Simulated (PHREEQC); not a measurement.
A solution holds 0.0066 mol/kgw H2SeO4, at 25 °C. Closed to the air; pH follows from the charge balance.

Computed with PHREEQC (ion-association model, wateq4f.dat).

Task: The ionic strength comes out as 0.0166 mol/kgw. What activity coefficients do SeO4-2, HSeO4-, H+ get?

Result: SeO4-2 0.60, HSeO4- 0.88, H+ 0.90.

No solid was allowed to form. Complexes and solids missing from the database can't appear.
